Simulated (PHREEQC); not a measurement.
## Leach liquor (model solution)

A solution holds 1.4 mol HCl, 0.074 mol ZnSO4 and 0.0028 mol MnSO4 per kg of water, at 46 °C. Closed to the air; pH follows from the charge balance.

Equilibrium calculation in PHREEQC: ion-association model, phreeqc.dat.

Each row changes one thing in this solution. Precipitation was switched off in this run.

| case | pH | ionic strength (mol/kgw) | Cl- (mol/kgw) | HSO4- (mol/kgw) | SO4-2 (mol/kgw) |
|---|---|---|---|---|---|
| as made | 0.02 | 1.42 | 1.24 | 0.0733 | 0.00333 |
| diluted 10-fold with water | 0.97 | 0.153 | 0.138 | 0.00660 | 0.000939 |
| ZnSO4 left out | -0.01 | 1.40 | 1.40 | 0.00268 | 0.000114 |
| MnSO4 from 0.0028 to 0.0014 mol/kgw | 0.01 | 1.42 | 1.24 | 0.0720 | 0.00326 |
| temperature from 46 to 25 °C | 0.01 | 1.45 | 1.28 | 0.0712 | 0.00505 |
| temperature from 46 to 75 °C | 0.02 | 1.40 | 1.21 | 0.0750 | 0.00173 |
| diluted 2-fold with water | 0.30 | 0.732 | 0.663 | 0.0361 | 0.00205 |
| temperature from 46 to 45 °C | 0.02 | 1.42 | 1.24 | 0.0732 | 0.00340 |
| MnSO4 left out | 0.01 | 1.42 | 1.24 | 0.0706 | 0.00319 |

The ionic strength passes 0.7 mol/kgw, the rough limit of the ion-association models, in as made; ZnSO4 left out; MnSO4 from 0.0028 to 0.0014 mol/kgw; temperature from 46 to 25 °C; temperature from 46 to 75 °C; diluted 2-fold with water; temperature from 46 to 45 °C; MnSO4 left out. Constants without temperature data keep their 25 °C values here.
